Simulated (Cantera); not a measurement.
Input (Python, Cantera) and output of one run.

```python
import numpy as np
import cantera as ct

gas_names = [...]  # 52 gases of nasa_gas.yaml made of F, H, N, S, Si
cond_names = """
    S(cr1) S(cr2) S(L) Si(cr) Si(L) Si3N4(a)
""".split()


# ... load() reads the species with a 1 bar reference pressure and builds the phases ...
atoms = {
    'Si': {'Si': 1},
    'SF6': {'S': 1, 'F': 6},
    'N2': {'N': 2},
    'HF': {'H': 1, 'F': 1},
}
top_T = {'Si3N4(a)': 2400}  # K; cautious upper limits of use, not melting points


# ... equilibrate(T, P, feed) seeds the gas with the atoms and calls Mixture.equilibrate('TP', solver="vcs", rtol=1e-11, max_steps=5000) ...
results = []
feed = {'Si': 1, 'SF6': 4.4, 'N2': 0.31, 'HF': 4.5}  # mol
T = 1175  # K
for P in [1, 5.2, 27, 140, 720, 3700, 19000, 100000]:
    mix = equilibrate(T, P, feed)
    results.append((T, P, feed, dict(zip(mix.species_names, mix.species_moles))))

top = {s: max(r[3][s] / sum(r[3][g] for g in gas_names) for r in results) for s in gas_names}
cols = sorted((s for s in top if top[s] > 1e-05), key=lambda s: -top[s])[:7]
seen = [c for c in cond_names if any(r[3].get(c, 0) > 1e-12 for r in results)]
print("log10 of partial pressures in bar; condensed amounts in mol")
print(f"{'P/Pa':>10s}" + "".join(f"{s[:9]:>10s}" for s in cols + seen))
for T, P, feed, n in results:
    ng = sum(n[g] for g in gas_names)
    print(f"{P:10.4g}" + "".join(f"{np.log10(max(n[s] / ng * P / 1e5, 1e-99)):10.3f}" for s in cols)
          + "".join(f"{n.get(c, 0):10.4g}" for c in seen))
```

Result:

```
log10 of partial pressures in bar; condensed amounts in mol
      P/Pa        HF         F       SF4       SF6      SiF4        N2       SF3
         1    -5.505    -5.535    -5.560    -6.615    -6.159    -6.667    -7.433
       5.2    -4.706    -5.134    -4.910    -5.163    -5.359    -5.868    -7.184
        27    -3.941    -5.005    -4.256    -4.249    -4.594    -5.103    -6.659
       140    -3.213    -4.974    -3.560    -3.492    -3.866    -4.375    -5.994
       720    -2.499    -4.968    -2.853    -2.773    -3.152    -3.661    -5.293
      3700    -1.788    -4.967    -2.142    -2.060    -2.441    -2.950    -4.584
   1.9e+04    -1.077    -4.966    -1.432    -1.349    -1.730    -2.239    -3.874
     1e+05    -0.356    -4.966    -0.711    -0.628    -1.009    -1.518    -3.153
```

Cantera equilibrium calculation (NASA polynomials, part measured and part estimated; ideal gas, pure solids and liquids). The tables' values for SF3, SF5 are old estimates; treat these amounts as uncertain.
